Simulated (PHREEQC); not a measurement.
0.74 g of hydrous ferric oxide (600 m²/g; 0.2 weak and 0.005 strong sites per Fe, Dzombak-Morel constants, diffuse double layer) in 1 kg of water with 0.3 mol/kgw of an inert sodium salt, at 25 °C; the pH is set by adding NaOH or the inert anion's acid. Oxygen alone is held at its pressure in air (log pO2 = -0.68). The system is closed to CO2. Precipitation was switched off in this run.

Base run: PHREEQC, ion-association model, wateq4f.dat. Each further column changes one thing. The table gives surface charge σ (C/m²).

```json
[
 {"pH": "3", "base": "0.368", "background salt from 0.3 to 0.03 mol/kgw": "0.350", "oxide from 0.74 to 3.7 g/kgw": "0.368", "0.0002 mol/kgw CuSO4 added": "0.294"},
 {"pH": "3.38", "base": "0.365", "background salt from 0.3 to 0.03 mol/kgw": "…", "oxide from 0.74 to 3.7 g/kgw": "0.365", "0.0002 mol/kgw CuSO4 added": "0.292"},
 {"pH": "4.12", "base": "0.343", "background salt from 0.3 to 0.03 mol/kgw": "0.258", "oxide from 0.74 to 3.7 g/kgw": "0.344", "0.0002 mol/kgw CuSO4 added": "…"},
 {"pH": "4.5", "base": "0.318", "background salt from 0.3 to 0.03 mol/kgw": "0.213", "oxide from 0.74 to 3.7 g/kgw": "0.319", "0.0002 mol/kgw CuSO4 added": "…"},
 {"pH": "5.25", "base": "0.240", "background salt from 0.3 to 0.03 mol/kgw": "…", "oxide from 0.74 to 3.7 g/kgw": "0.240", "0.0002 mol/kgw CuSO4 added": "…"},
 {"pH": "5.62", "base": "0.196", "background salt from 0.3 to 0.03 mol/kgw": "0.101", "oxide from 0.74 to 3.7 g/kgw": "0.197", "0.0002 mol/kgw CuSO4 added": "0.179"},
 {"pH": "6.38", "base": "0.116", "background salt from 0.3 to 0.03 mol/kgw": "0.053", "oxide from 0.74 to 3.7 g/kgw": "0.117", "0.0002 mol/kgw CuSO4 added": "0.120"},
 {"pH": "6.75", "base": "0.085", "background salt from 0.3 to 0.03 mol/kgw": "0.037", "oxide from 0.74 to 3.7 g/kgw": "0.085", "0.0002 mol/kgw CuSO4 added": "…"},
 {"pH": "7.5", "base": "0.034", "background salt from 0.3 to 0.03 mol/kgw": "0.014", "oxide from 0.74 to 3.7 g/kgw": "0.034", "0.0002 mol/kgw CuSO4 added": "0.046"},
 {"pH": "7.88", "base": "0.012", "background salt from 0.3 to 0.03 mol/kgw": "0.005", "oxide from 0.74 to 3.7 g/kgw": "0.012", "0.0002 mol/kgw CuSO4 added": "0.025"},
 {"pH": "8.62", "base": "-0.028", "background salt from 0.3 to 0.03 mol/kgw": "-0.011", "oxide from 0.74 to 3.7 g/kgw": "-0.028", "0.0002 mol/kgw CuSO4 added": "-0.014"},
 {"pH": "9", "base": "-0.051", "background salt from 0.3 to 0.03 mol/kgw": "-0.021", "oxide from 0.74 to 3.7 g/kgw": "-0.051", "0.0002 mol/kgw CuSO4 added": "…"}
]
```

Fill in the missing entries.


- 3.38, background salt from 0.3 to 0.03 mol/kgw: 0.329
- 4.12, 0.0002 mol/kgw CuSO4 added: 0.278
- 4.5, 0.0002 mol/kgw CuSO4 added: 0.261
- 5.25, background salt from 0.3 to 0.03 mol/kgw: 0.133
- 5.25, 0.0002 mol/kgw CuSO4 added: 0.209
- 6.75, 0.0002 mol/kgw CuSO4 added: 0.094
- 9, 0.0002 mol/kgw CuSO4 added: -0.035

The oxide is taken as insoluble; below pH 4 it would dissolve. The database's constant for dissolved Cu(OH)2 is higher than later reviews accept.
